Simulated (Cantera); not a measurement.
What does this Cantera script print?

```python
import numpy as np
import cantera as ct

gas = ct.Solution("gri30.yaml")
gas.TPX = 1250, 100000, {'N2O': 1, 'O2': 0.47}
reactor = ct.IdealGasConstPressureReactor(gas, energy="off", clone=False)
net = ct.ReactorNet([reactor])
net.rtol, net.atol = 1e-08, 1e-18
show = ['N2O', 'O2', 'NO', 'O', 'N2', 'NO2']
times = np.geomspace(0.0003, 1, 13)

steps = ct.SolutionArray(gas, extra=["t"])
rows = []
print(f"{'t/s':>10s}{'T/K':>9s}{'P/Pa':>11s}" + "".join(f"{s:>11s}" for s in show))
for t in times:
    while net.time < t:
        t_next = net.step()
        steps.append(gas.state, t=t_next)
    rows.append([np.interp(t, steps.t, y) for y in (steps.T, steps.P, *steps(*show).X.T)])
    print(f"{t:10.3e}{rows[-1][0]:9.1f}{rows[-1][1]:11.4g}" + "".join(f"{x:11.3e}" for x in rows[-1][2:]))
rate = np.gradient(steps.T, steps.t)
print("integrator steps:", len(steps.t))
if steps.T.max() > steps.T[0] + 200:
    print(f"time of steepest temperature rise: {steps.t[rate.argmax()]:.4e} s")
gas.TPX = 1250, 100000, {'N2O': 1, 'O2': 0.47}
gas.equilibrate("TP")
print(f"equilibrium (TP): T = {gas.T:.1f} K  " + "  ".join(f"{s} {gas[s].X[0]:.3e}" for s in show))
```

Output:

```
       t/s      T/K       P/Pa        N2O         O2         NO          O         N2        NO2
 3.000e-04   1250.0      1e+05  6.799e-01  3.198e-01  3.624e-05  3.641e-06  2.733e-04  8.173e-09
 5.898e-04   1250.0      1e+05  6.795e-01  3.199e-01  7.209e-05  3.641e-06  5.401e-04  3.204e-08
 1.159e-03   1250.0      1e+05  6.787e-01  3.200e-01  1.424e-04  3.640e-06  1.064e-03  1.213e-07
 2.280e-03   1250.0      1e+05  6.773e-01  3.203e-01  2.803e-04  3.638e-06  2.092e-03  4.459e-07
 4.481e-03   1250.0      1e+05  6.744e-01  3.209e-01  5.494e-04  3.634e-06  4.104e-03  1.555e-06
 8.810e-03   1250.0      1e+05  6.688e-01  3.221e-01  1.072e-03  3.624e-06  8.024e-03  4.960e-06
 1.732e-02   1250.0      1e+05  6.580e-01  3.243e-01  2.077e-03  3.602e-06  1.560e-02  1.388e-05
 3.405e-02   1250.0      1e+05  6.374e-01  3.286e-01  3.975e-03  3.557e-06  2.999e-02  3.318e-05
 6.694e-02   1250.0      1e+05  5.996e-01  3.364e-01  7.430e-03  3.469e-06  5.647e-02  6.931e-05
 1.316e-01   1250.0      1e+05  5.341e-01  3.501e-01  1.330e-02  3.303e-06  1.024e-01  1.310e-04
 2.587e-01   1250.0      1e+05  4.318e-01  3.716e-01  2.211e-02  3.002e-06  1.743e-01  2.240e-04
 5.087e-01   1250.0      1e+05  2.972e-01  4.003e-01  3.277e-02  2.492e-06  2.694e-01  3.380e-04
 1.000e+00   1250.0      1e+05  1.597e-01  4.306e-01  4.181e-02  1.740e-06  3.674e-01  4.394e-04
integrator steps: 700
equilibrium (TP): T = 1250.0 K  N2O 1.903e-08  O2 4.922e-01  NO 3.485e-04  O 4.888e-08  N2 5.074e-01  NO2 7.136e-06
```

Detailed kinetics in Cantera: GRI-Mech 3.0 (53 species, 325 reactions). GRI-Mech 3.0 was tuned for natural gas; its chemistry of N2O as a main component is partial and can be far from experiment. The mechanism lacks the step 2 NO + O2 → 2 NO2, which can matter for NO2 below about 1400 K. The temperature is held fixed by assumption; the heat of reaction is taken as removed at once.
